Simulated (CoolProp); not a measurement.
Saturation properties of oxygen (Tc = 154.6 K, pc = 50.46 bar, ω = 0.022).

Values from CoolProp's reference Helmholtz-energy equation of state, Schmidt 1985.

```json
[
 {"T (K)": "101.4", "p (bar)": "2.852", "enthalpy of vaporisation (kJ/kg)": "201.0", "surface tension (mN/m)": "10.4"},
 {"T (K)": "105.1", "p (bar)": "3.814", "enthalpy of vaporisation (kJ/kg)": "196.4", "surface tension (mN/m)": "9.52"},
 {"T (K)": "108.7", "p (bar)": "4.963", "enthalpy of vaporisation (kJ/kg)": "191.5", "surface tension (mN/m)": "8.68"},
 {"T (K)": "112.3", "p (bar)": "6.347", "enthalpy of vaporisation (kJ/kg)": "186.3", "surface tension (mN/m)": "7.85"},
 {"T (K)": "115.9", "p (bar)": "7.994", "enthalpy of vaporisation (kJ/kg)": "180.7", "surface tension (mN/m)": "7.04"},
 {"T (K)": "119.5", "p (bar)": "9.929", "enthalpy of vaporisation (kJ/kg)": "174.6", "surface tension (mN/m)": "6.25"},
 {"T (K)": "123.1", "p (bar)": "12.18", "enthalpy of vaporisation (kJ/kg)": "167.9", "surface tension (mN/m)": "5.47"},
 {"T (K)": "126.7", "p (bar)": "14.78", "enthalpy of vaporisation (kJ/kg)": "160.5", "surface tension (mN/m)": "4.71"},
 {"T (K)": "130.3", "p (bar)": "17.75", "enthalpy of vaporisation (kJ/kg)": "152.4", "surface tension (mN/m)": "3.98"},
 {"T (K)": "133.9", "p (bar)": "21.13", "enthalpy of vaporisation (kJ/kg)": "143.4", "surface tension (mN/m)": "3.27"},
 {"T (K)": "137.6", "p (bar)": "25.06", "enthalpy of vaporisation (kJ/kg)": "132.9", "surface tension (mN/m)": "2.57"},
 {"T (K)": "141.2", "p (bar)": "29.37", "enthalpy of vaporisation (kJ/kg)": "121.0", "surface tension (mN/m)": "1.92"},
 {"T (K)": "144.8", "p (bar)": "34.19", "enthalpy of vaporisation (kJ/kg)": "106.9", "surface tension (mN/m)": "1.31"}
]
```

It boils at 90.2 K under 1 atm.

Surface tension comes from a separate correlation (Mulero 2012).
